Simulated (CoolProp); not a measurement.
C3F8 (R218) along the isobar 0.101 MPa: fugacity coefficient from the reference equation and from simpler models built on Tc = 71.9 °C, pc = 2.640 MPa, ω = 0.317; each cubic takes its own stable root.

The numbers come from the reference Helmholtz-energy equation of state, Lemmon 2006 in CoolProp. It is a short technical equation, of lower accuracy than the large ones.

| T (°C) | phase | reference |
|---|---|---|
| -43.45 | liquid | 0.7057 |
| -35.35 | gas | 0.9515 |
| -27.35 | gas | 0.9575 |
| -19.35 | gas | 0.9625 |
| -11.25 | gas | 0.9667 |
| -3.25 | gas | 0.9702 |
| 4.85 | gas | 0.9733 |
| 12.85 | gas | 0.9759 |
| 20.85 | gas | 0.9781 |
| 28.95 | gas | 0.9801 |
| 36.95 | gas | 0.9819 |
| 45.05 | gas | 0.9835 |
| 53.05 | gas | 0.9848 |
| 61.05 | gas | 0.9861 |
| 69.15 | gas | 0.9872 |

### Question
How far does each simpler model (Soave-Redlich-Kwong, Peng-Robinson) lie from the reference over these 15 states: mean and median of the absolute difference, and the worst?

### Answer
- Soave-Redlich-Kwong: mean 0.2 %, median 0.1 %, worst +0.7 % at -35.35 °C and 0.101 MPa
- Peng-Robinson: mean 0.2 %, median 0.2 %, worst +0.6 % at -43.45 °C and 0.101 MPa
